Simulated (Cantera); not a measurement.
Premixed flame

A freely propagating, adiabatic, planar premixed flame of CH4 : C2H6 : O2 : N2 : H2 = 1 : 0.039 : 2.23 : 8.37 : 0.8 (molar parts), equivalence ratio 1.1, unburnt at 700 K and 90.0 Torr; mixture-averaged transport, grid criteria slope 0.08 and curve 0.16, no radiation.

Model: GRI-Mech 3.0 (53 species, 325 reactions), integrated in Cantera. Burning velocities carry a grid error of a few per cent, more on coarse grids.

```
z (mm)  T (K)  u (m/s)     x CH4    x C2H6    x O2     x HO2  x NO2   x H2O2
------  -----  -------  --------  --------  ------  --------  -----  -------
-5.41     700     3.52    0.0804   0.00313   0.179   2.33e-6  <1e-8    <1e-8
-3.61     701     3.53    0.0803   0.00313   0.179   1.37e-5  <1e-8  7.71e-8
-2.71     705     3.55    0.0802   0.00312   0.179   2.49e-5  <1e-8  2.13e-7
-1.80     736     3.71    0.0789   0.00310   0.177   2.99e-5  <1e-8  4.02e-7
-0.902    989     5.04    0.0650   0.00291   0.161   4.71e-5  <1e-8  8.76e-7
-0.451   1350     6.96    0.0396   0.00145   0.126  0.000135  <1e-8  1.76e-6
0        1730     9.04    0.0122  0.000121  0.0777  0.000109  <1e-8  7.95e-7
0.451    1915     10.1   0.00166   1.36e-6  0.0429   1.88e-5  <1e-8  1.76e-7
0.902    1960     10.3  0.000128     <1e-8  0.0269   2.30e-6  <1e-8  5.92e-8
1.80     1979     10.4   4.92e-7     <1e-8  0.0182   9.00e-7  <1e-8  5.20e-8
3.61     1995     10.4     <1e-8     <1e-8  0.0159   7.92e-7  <1e-8  4.88e-8
7.22     2015     10.5     <1e-8     <1e-8  0.0151   7.46e-7  <1e-8  4.52e-8
14.4     2046     10.7     <1e-8     <1e-8  0.0143   7.02e-7  <1e-8  4.03e-8
```
x: mole fraction of selected species; z is measured from the peak of heat release.

* **laminar burning velocity**: 352 cm/s
* **thermal thickness**: 1.80 mm
* **peak x(HO2)**: 0.000153
* **peak x(H2O2)**: 1.77e-6
* **grid points**: 150
